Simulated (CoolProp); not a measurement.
Saturation properties of neopentane.

Model: reference Helmholtz-energy equation of state, Lemmon 2006, in CoolProp. It is a short technical equation, of lower accuracy than the large ones.

```csv
T (K),p (MPa),vapour density (kg/m³)
291.1,0.1360,4.290
303.2,0.2009,6.195
315.3,0.2869,8.697
327.4,0.3979,11.93
339.5,0.5382,16.06
351.6,0.7119,21.29
363.7,0.9237,27.92
375.8,1.178,36.37
```

It boils at 282.7 K under 1 atm.
